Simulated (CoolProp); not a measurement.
Vapour pressure (MPa) of dimethyl ether: the reference equation beside estimates from Tc = 400.4 K, pc = 5.337 MPa, ω = 0.196. Clausius-Clapeyron is anchored at 262.9 K with a constant enthalpy of vaporisation of 20.63 kJ/mol.

Values from CoolProp's reference Helmholtz-energy equation of state, Wu 2011.

| T (K) | reference | Lee-Kesler | Clausius-Clapeyron | van der Waals | Redlich-Kwong | Soave-Redlich-Kwong | Peng-Robinson |
|---|---|---|---|---|---|---|---|
| 189.7 | 0.003060 | 0.002945 | 0.004799 | 0.1021 | 0.005533 | 0.003011 | 0.003302 |
| 204.3 | 0.009111 | 0.008790 | 0.01222 | 0.1700 | 0.01591 | 0.008956 | 0.009556 |
| 219 | 0.02308 | 0.02241 | 0.02762 | 0.2660 | 0.03855 | 0.02272 | 0.02372 |
| 233.6 | 0.05082 | 0.04975 | 0.05609 | 0.3937 | 0.08096 | 0.05017 | 0.05155 |
| 248.3 | 0.1010 | 0.09970 | 0.1052 | 0.5596 | 0.1533 | 0.1001 | 0.1016 |
| 262.9 | 0.1833 | 0.1822 | 0.1833 | 0.7656 | 0.2655 | 0.1823 | 0.1832 |
| 277.5 | 0.3097 | 0.3096 | 0.3012 | 1.017 | 0.4290 | 0.3094 | 0.3088 |
| 292.2 | 0.4952 | 0.4969 | 0.4723 | 1.319 | 0.6571 | 0.4970 | 0.4935 |
| 306.8 | 0.7518 | 0.7558 | 0.7075 | 1.671 | 0.9583 | 0.7577 | 0.7500 |
| 321.5 | 1.099 | 1.105 | 1.024 | 2.081 | 1.348 | 1.112 | 1.098 |
| 336.1 | 1.548 | 1.557 | 1.432 | 2.547 | 1.831 | 1.571 | 1.552 |
| 350.7 | 2.120 | 2.130 | 1.947 | 3.072 | 2.419 | 2.156 | 2.131 |
| 365.4 | 2.841 | 2.853 | 2.589 | 3.664 | 3.128 | 2.890 | 2.863 |

Absolute difference from the reference over all 13 rows, mean and median: Lee-Kesler 1.3 and 0.6 %, Clausius-Clapeyron 13.1 and 7.5 %, van der Waals 634.3 and 228.4 %, Redlich-Kwong 41.7 and 38.5 %, Soave-Redlich-Kwong 1.1 and 1.3 %, Peng-Robinson 1.6 and 0.5 %.
